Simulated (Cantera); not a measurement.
Charge: 1 mol SiO2, 0.38 mol C, 1.3 mol CO, equilibrated at 825 K and 0.100 bar.

Cantera equilibrium calculation (NASA polynomials, part measured and part estimated; ideal gas, pure solids and liquids). Candidate condensed phases: C, Si, SiC, SiO2; 20 gas species. Rates play no part.

Base state: CO2 0.627, CO 0.373 (mole fractions); condensed: C(graphite) + SiO2(α-quartz).

Task: What changes in the equilibrium state with this change: temperature from 825 K to 1823.15 K?

Result: 
```
species               before    after
--------------------  ------  -------
CO                     0.373    0.815
SiO                    <1e-9    0.184
CO2                    0.627  3.87e-5
C(graphite), mol       0.881        0
SiO2(α-quartz), mol     1.00        0
SiO2(condensed), mol       0    0.620
```
The tables hold silica as quartz up to 1696 K and as liquid above; real silica turns to tridymite and cristobalite and melts near 1996 K.
